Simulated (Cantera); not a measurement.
A Cantera script and what it prints.

```python
import numpy as np
import cantera as ct

gas_names = """
    CL CLO CL2 H HCL HOCL HO2 H2 H2O H2O2 K KCL KH KO KOH K2 K2CL2 K2O2H2 O OH O2 O3
""".split()
cond_names = """
    H2O(s) H2O(L) K(cr) K(L) KCL(s) KCL(L) KOH(a) KOH(b) KOH(L) KO2(s) K2O(s) K2O2(s)
""".split()


# ... load() reads the species with a 1 bar reference pressure and builds the phases ...
atoms = {
    'KCl': {'K': 1, 'CL': 1},
    'H2O': {'H': 2, 'O': 1},
    'H2': {'H': 2},
}
top_T = {'KO2(s)': 780, 'K2O(s)': 1000, 'K2O2(s)': 760}  # K; cautious upper limits of use, not melting points


# ... equilibrate(T, P, feed) seeds the gas with the atoms and calls Mixture.equilibrate('TP', solver="vcs", rtol=1e-11, max_steps=5000) ...
results = []
P = 1333.22  # Pa
for T in [800, 875, 950, 1025, 1100, 1175, 1250, 1325, 1400, 1475, 1550, 1625]:
    for m in [0.82, 1.3, 2, 3.2, 5.1, 8, 13, 20, 32, 50, 79]:
        feed = {'KCl': 1, 'H2O': 1.8, 'H2': m}  # mol
        mix = equilibrate(T, P, feed)
        results.append((T, P, feed, dict(zip(mix.species_names, mix.species_moles))))

for T, P, feed, n in results:
    print(f"{T:7g} {feed['H2']:10.4g}  " + (" + ".join(c for c in cond_names if n.get(c, 0) > 1e-12) or "gas only"))
```

Output:

```
    800       0.82  KCL(s)
    800        1.3  KCL(s)
    800          2  KCL(s)
    800        3.2  KCL(s)
    800        5.1  KCL(s)
    800          8  KCL(s)
    800         13  KCL(s)
    800         20  KCL(s)
    800         32  KCL(s)
    800         50  KCL(s)
    800         79  KCL(s)
    875       0.82  KCL(s)
    875        1.3  KCL(s)
    875          2  KCL(s)
    875        3.2  KCL(s)
    875        5.1  KCL(s)
    875          8  KCL(s)
    875         13  KCL(s)
    875         20  KCL(s)
    875         32  KCL(s)
    875         50  KCL(s)
    875         79  KCL(s)
    950       0.82  KCL(s)
    950        1.3  KCL(s)
    950          2  KCL(s)
    950        3.2  KCL(s)
    950        5.1  KCL(s)
    950          8  KCL(s)
    950         13  KCL(s)
    950         20  KCL(s)
    950         32  KCL(s)
    950         50  KCL(s)
    950         79  KCL(s)
   1025       0.82  KCL(s)
   1025        1.3  KCL(s)
   1025          2  KCL(s)
   1025        3.2  KCL(s)
   1025        5.1  KCL(s)
   1025          8  KCL(s)
   1025         13  KCL(s)
   1025         20  KCL(s)
   1025         32  gas only
   1025         50  gas only
   1025         79  gas only
   1100       0.82  KCL(L)
   1100        1.3  KCL(L)
   1100          2  KCL(L)
   1100        3.2  KCL(L)
   1100        5.1  gas only
   1100          8  gas only
   1100         13  gas only
   1100         20  gas only
   1100         32  gas only
   1100         50  gas only
   1100         79  gas only
   1175       0.82  gas only
   1175        1.3  gas only
   1175          2  gas only
   1175        3.2  gas only
   1175        5.1  gas only
   1175          8  gas only
   1175         13  gas only
   1175         20  gas only
   1175         32  gas only
   1175         50  gas only
   1175         79  gas only
   1250       0.82  gas only
   1250        1.3  gas only
   1250          2  gas only
   1250        3.2  gas only
   1250        5.1  gas only
   1250          8  gas only
   1250         13  gas only
   1250         20  gas only
   1250         32  gas only
   1250         50  gas only
   1250         79  gas only
   1325       0.82  gas only
   1325        1.3  gas only
   1325          2  gas only
   1325        3.2  gas only
   1325        5.1  gas only
   1325          8  gas only
   1325         13  gas only
   1325         20  gas only
   1325         32  gas only
   1325         50  gas only
   1325         79  gas only
   1400       0.82  gas only
   1400        1.3  gas only
   1400          2  gas only
   1400        3.2  gas only
   1400        5.1  gas only
   1400          8  gas only
   1400         13  gas only
   1400         20  gas only
   1400         32  gas only
   1400         50  gas only
   1400         79  gas only
   1475       0.82  gas only
   1475        1.3  gas only
   1475          2  gas only
   1475        3.2  gas only
   1475        5.1  gas only
   1475          8  gas only
   1475         13  gas only
   1475         20  gas only
   1475         32  gas only
   1475         50  gas only
   1475         79  gas only
   1550       0.82  gas only
   1550        1.3  gas only
   1550          2  gas only
   1550        3.2  gas only
   1550        5.1  gas only
   1550          8  gas only
   1550         13  gas only
   1550         20  gas only
   1550         32  gas only
   1550         50  gas only
   1550         79  gas only
   1625       0.82  gas only
   1625        1.3  gas only
   1625          2  gas only
   1625        3.2  gas only
   1625        5.1  gas only
   1625          8  gas only
   1625         13  gas only
   1625         20  gas only
   1625         32  gas only
   1625         50  gas only
   1625         79  gas only
```

These are equilibrium values from Cantera (NASA tables, ideal gas, pure condensed phases), not measurements of a reactor.
